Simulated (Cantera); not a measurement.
Equilibrium for abatement and gas-phase synthesis: PH3 + H2 + H2O

A closed system holds: 1 mol PH3, 6.5 mol H2, 0.048 mol H2O, equilibrated at 1475 K and 0.0120 bar.

Equilibrium computed with Cantera from the NASA thermochemical tables; the gas is ideal and each condensed phase is pure. Candidate condensed phases: H2O, P, P4O10; 17 gas species. Gases not in the tables: HPO2, HPO3 and P4O6. The numbers say what is thermodynamically allowed, not how fast it happens.

x(H2): 0.936
x(P2): 0.0582
x(H2O): 0.00534
x(PO): 0.000261
x(H): 0.000115
x(P4): 6.40e-5
x(P): 4.48e-6
x(PO2): 4.28e-6
x(PH): 4.23e-6
gas amount: 8.549 mol
log10 activity of P(l) (absent): -2.14
